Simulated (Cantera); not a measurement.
Equilibrium for calcination and drying: MgSO₄ + C + H₂O

Charge: 1 mol MgSO₄, 0.44 mol C, 0.041 mol H₂O, equilibrated at 10000 Pa.

Cantera equilibrium calculation (NASA polynomials, part measured and part estimated; ideal gas, pure solids and liquids). Candidate condensed phases: C, C₆H₆, C₇H₈, C₈H₁₈, H₂O, H₂SO₄, Mg, MgCO₃, MgO, Mg(OH)₂, MgS, MgSO₄, S; 130 gas species. Kinetics and transport are ignored.

```
T (°C)  x SO₂  x CO₂    x O₂   x H₂O     x SO₃  n MgO(s)
------  -----  -----  ------  ------  --------  --------
1025    0.646  0.286  0.0366  0.0267   0.00484      1.00
1075    0.647  0.286  0.0372  0.0266   0.00351      1.00
1125    0.647  0.286  0.0377  0.0266   0.00260      1.00
1175    0.648  0.286  0.0380  0.0266   0.00196      1.00
1225    0.648  0.286  0.0382  0.0266   0.00151      1.00
1275    0.648  0.286  0.0384  0.0266   0.00118      1.00
1325    0.648  0.286  0.0385  0.0266  0.000941      1.00
1375    0.648  0.285  0.0386  0.0265  0.000759      1.00
1425    0.648  0.285  0.0387  0.0265  0.000620      1.00
1475    0.648  0.285  0.0389  0.0264  0.000513      1.00
1525    0.648  0.284  0.0391  0.0264  0.000429      1.00
1575    0.648  0.284  0.0395  0.0263  0.000363     1.000
1625    0.647  0.283  0.0400  0.0261  0.000311     1.000
```
x: gas mole fraction; n: condensed amount in mol.

From 1025 °C to 1625 °C the condensed part is MgO(s).
